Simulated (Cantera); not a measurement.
An isothermal, constant-pressure homogeneous reactor starts with CH₄ : CO₂ = 1 : 4 (molar parts), at 1475 K and 0.910 bar. Integrator tolerance rtol = 1e-08.

Model: GRI-Mech 3.0 (53 species, 325 reactions), integrated in Cantera.

Task: What does this change do: CO2 4 to 8.2 parts?

Result: 
```csv
quantity,before,after
x(CH₄) at 60.0 s,0.00342 (gas-phase equilibrium 2.14e-8),0.000400 (gas-phase equilibrium 5.37e-10)
x(CO₂) at 60.0 s,0.270 (gas-phase equilibrium 0.261),0.502 (gas-phase equilibrium 0.501)
x(H₂O) at 60.0 s,0.168 (gas-phase equilibrium 0.168),0.142 (gas-phase equilibrium 0.142)
x(H) at 60.0 s,4.46e-6 (gas-phase equilibrium 4.70e-6),2.41e-6 (gas-phase equilibrium 2.62e-6)
x(CH₃) at 60.0 s,2.75e-6 (gas-phase equilibrium 1.72e-11),5.37e-7 (gas-phase equilibrium <1e-12)
x(H₂) at 60.0 s,0.112 (gas-phase equilibrium 0.118),0.0363 (gas-phase equilibrium 0.0366)
```
